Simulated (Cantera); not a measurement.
**Adiabatic ignition**

An adiabatic, constant-volume homogeneous reactor starts with CO : H2 : O2 : N2 = 1 : 0.056 : 0.825 : 3.1 (molar parts), at 1773 K and 13.0 bar.

Computed with Cantera and GRI-Mech 3.0 (53 species, 325 reactions). The hydrogen kinetics of GRI-Mech 3.0 are dated; newer H2 mechanisms differ, most at raised pressure. The pressure lies above the range GRI-Mech 3.0 was tuned for (to about 10 atm). Above 3000 K some thermodynamic fits are extrapolated.

| t (s) | T (K) | P (bar) | x CO | x H2 | x O2 | x OH | x NO | x HO2 | x NO2 |
|---|---|---|---|---|---|---|---|---|---|
| 1.00e-6 | 1774 | 13.0 | 0.200 | 0.0108 | 0.165 | 0.000195 | 6.79e-10 | 4.16e-5 | <1e-12 |
| 3.88e-6 | 2231 | 16.0 | 0.137 | 0.000561 | 0.117 | 0.00507 | 3.75e-5 | 5.62e-5 | 3.36e-7 |
| 1.51e-5 | 3029 | 20.7 | 0.0612 | 0.000394 | 0.0860 | 0.00685 | 0.00382 | 1.41e-5 | 7.63e-6 |
| 5.85e-5 | 3067 | 20.8 | 0.0546 | 0.000364 | 0.0770 | 0.00639 | 0.0182 | 1.37e-5 | 2.79e-5 |
| 0.000227 | 3054 | 20.7 | 0.0539 | 0.000365 | 0.0726 | 0.00617 | 0.0272 | 1.29e-5 | 4.04e-5 |
| 0.000881 | 3053 | 20.7 | 0.0538 | 0.000365 | 0.0724 | 0.00617 | 0.0274 | 1.29e-5 | 4.08e-5 |
| 0.00342 | 3053 | 20.7 | 0.0538 | 0.000365 | 0.0724 | 0.00617 | 0.0274 | 1.29e-5 | 4.08e-5 |
| 0.0133 | 3053 | 20.7 | 0.0538 | 0.000365 | 0.0724 | 0.00617 | 0.0274 | 1.29e-5 | 4.08e-5 |
| 0.0515 | 3053 | 20.7 | 0.0538 | 0.000365 | 0.0724 | 0.00617 | 0.0274 | 1.29e-5 | 4.08e-5 |
| 0.200 | 3053 | 20.7 | 0.0538 | 0.000365 | 0.0724 | 0.00617 | 0.0274 | 1.29e-5 | 4.08e-5 |
x: mole fraction; the columns are a selection and need not sum to one.

- time of steepest temperature rise = 3.77 µs
- temperature at 0.200 s = 3053 K
- equilibrium temperature = 3053 K
- x(CO) at 0.200 s = 0.0538 (gas-phase equilibrium 0.0538)
- x(H2) at 0.200 s = 0.000365 (gas-phase equilibrium 0.000365)
- x(O2) at 0.200 s = 0.0724 (gas-phase equilibrium 0.0724)
